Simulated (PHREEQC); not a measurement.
Make-up at 40 °C: 0.051 mol/kgw HF, 0.00086 mol/kgw NH4F and 0.052 mol/kgw H3PO4. Closed to the air; pH follows from the charge balance.

Equilibrium calculation in PHREEQC: ion-association model, wateq4f.dat.

```yaml
pH: 1.82
ionic_strength: 0.0178 mol/kgw
total_alkalinity: -103 meq/kg
```

```tsv
species	molality	activity	log γ
HF	0.0438	0.0440	0.002
H3PO4	0.0362	0.0364	0.002
H+	0.0169	0.0151	-0.050
H2PO4-	0.0158	0.0138	-0.056
H2F2	0.00288	0.00289	0.002
F-	0.00169	0.00147	-0.061
NH4+	0.000860	0.000751	-0.059
HF2-	0.000313	0.000272	-0.061
HPO4-2	1.05e-7	6.18e-8	-0.229
```

No solid was allowed to form. wateq4f.dat counts part of the HF as a dimer, H2F2, which phreeqc.dat doesn't know; its constant is uncertain. H3PO4, which wateq4f.dat lacks, is added to it with the constant of phreeqc.dat. Away from 25 °C the constants follow the database's enthalpies or fits; those with neither stay at their 25 °C values.
